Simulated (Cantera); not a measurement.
## Formation from one mole of O2

Cantera with NASA thermochemical tables; ideal gases at 1 bar, condensed phases pure. Values are per mole of reaction as written; species without (g) are pure solids or liquids, kept so even where they would boil at 1 bar.

2 Ti + O2(g) ⇌ 2 TiO(g)

```
T (K)  ΔH° (kJ)  ΔS° (J/K)  ΔG° (kJ)  log10 K  condensed phases
-----  --------  ---------  --------  -------  ----------------
1848       65.0      156.1    -223.5     6.32             Ti(β)
1948       31.8      139.0    -239.0     6.41             Ti(l)
2048       26.4      136.3    -252.7     6.45             Ti(l)
2148       21.0      133.7    -266.2     6.47             Ti(l)
2248       15.6      131.3    -279.5     6.49             Ti(l)
```

Ta + O2(g) ⇌ TaO2(g)

```json
[
 {"T (K)": "1848", "ΔH° (kJ)": "-213.2", "ΔS° (J/K)": "19.3", "ΔG° (kJ)": "-248.9", "log10 K": "7.04"},
 {"T (K)": "1948", "ΔH° (kJ)": "-214.3", "ΔS° (J/K)": "18.8", "ΔG° (kJ)": "-250.8", "log10 K": "6.73"},
 {"T (K)": "2048", "ΔH° (kJ)": "-215.4", "ΔS° (J/K)": "18.2", "ΔG° (kJ)": "-252.7", "log10 K": "6.44"},
 {"T (K)": "2148", "ΔH° (kJ)": "-216.6", "ΔS° (J/K)": "17.6", "ΔG° (kJ)": "-254.5", "log10 K": "6.19"},
 {"T (K)": "2248", "ΔH° (kJ)": "-217.8", "ΔS° (J/K)": "17.1", "ΔG° (kJ)": "-256.2", "log10 K": "5.95"}
]
```

Nb + O2(g) ⇌ NbO2(g)

```
T (K)  ΔH° (kJ)  ΔS° (J/K)  ΔG° (kJ)  log10 K
-----  --------  ---------  --------  -------
1848     -212.8       17.0    -244.2     6.90
1948     -214.1       16.3    -245.8     6.59
2048     -215.4       15.6    -247.4     6.31
2148     -216.9       14.9    -248.9     6.05
2248     -218.5       14.2    -250.4     5.82
```

1.333 Ti + O2(g) ⇌ 0.6667 Ti2O3

```tsv
T (K)	ΔH° (kJ)	ΔS° (J/K)	ΔG° (kJ)	log10 K	condensed phases
1848	-989.6	-165.4	-683.9	19.33	Ti(β), Ti2O3(s)
1948	-1007.9	-174.8	-667.4	17.89	Ti(l), Ti2O3(s)
2048	-1007.7	-174.7	-649.9	16.57	Ti(l), Ti2O3(s)
2148	-937.7	-141.6	-633.5	15.40	Ti(l), Ti2O3(l)
2248	-937.3	-141.5	-619.3	14.39	Ti(l), Ti2O3(l)
```
